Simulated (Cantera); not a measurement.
What does this Cantera script print?

```python
import numpy as np
import cantera as ct

gas_names = [...]  # 151 gases of nasa_gas.yaml made of C, H, N, O, Si
cond_names = """
    C(gr) C6H6(L) C7H8(L) C8H18(L),n-octa H2O(s) H2O(L) Si(cr) Si(L) SiC(b) SiO2(Lqz) SiO2(hqz) SiO2(L)
    Si2N2O(s) Si3N4(a)
""".split()


# ... load() reads the species with a 1 bar reference pressure and builds the phases ...
atoms = {
    'TEOS': {'Si': 1, 'C': 8, 'H': 20, 'O': 4},
    'O2': {'O': 2},
    'N2': {'N': 2},
    'N2O': {'N': 2, 'O': 1},
}
top_T = {'C(gr)': 4500, 'SiC(b)': 3050, 'Si2N2O(s)': 2100, 'Si3N4(a)': 2400}  # K; cautious upper limits of use, not melting points


# ... equilibrate(T, P, feed) seeds the gas with the atoms and calls Mixture.equilibrate('TP', solver="vcs", rtol=1e-11, max_steps=5000) ...
results = []
feed = {'TEOS': 1, 'O2': 7, 'N2': 25, 'N2O': 17}  # mol
T = 1100  # K
P = 100000  # Pa
mix = equilibrate(T, P, feed)
results.append((T, P, feed, dict(zip(mix.species_names, mix.species_moles))))
x = sorted(zip(gas.X, gas.species_names), reverse=True)
print(f"T = {T:g} K  P = {P:g} Pa  gas = {mix.phase_moles(0):.4g} mol")
print("   x: " + "  ".join(f"{s} {v:.3e}" for v, s in x if v > 0.001))
print("   condensed (mol): " + ("  ".join(f"{mix.phase(i).name} {mix.phase_moles(i):.4g}"
      for i in range(1, mix.n_phases) if mix.phase_moles(i) > 1e-12) or "none"))
```

Result:

```
T = 1100 K  P = 100000 Pa  gas = 63.5 mol
   x: N2 6.614e-01  H2O 1.575e-01  CO2 1.260e-01  O2 5.510e-02
   condensed (mol): SiO2(hqz) 1
```

These are equilibrium values from Cantera (NASA tables, ideal gas, pure condensed phases), not measurements of a reactor. The feed counts by its element totals alone.
